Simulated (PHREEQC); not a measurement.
Synthetic water in mmol/kgw, 25 °C, pH 2.08:

```csv
constituent,mmol/kgw
Na,131
K,7.24
Ca,2.52
Mg,1.01
Cl,56.3
S(6),95.4
```

Valence states are taken as typed.

The numbers come from PHREEQC with the Pitzer model, pitzer.dat.

Precipitation was switched off in this run.

### Question
What ionic strength, osmotic coefficient, charge-balance error does the model give?

### Answer
ionic strength 0.275 mol/kgw; osmotic coefficient 0.813; charge-balance error -18.4 %.

### Question
In which forms is S present?

### Answer
SO4-2 81 %, HSO4- 19 % of the S.

Complexes and solids missing from the database can't appear.
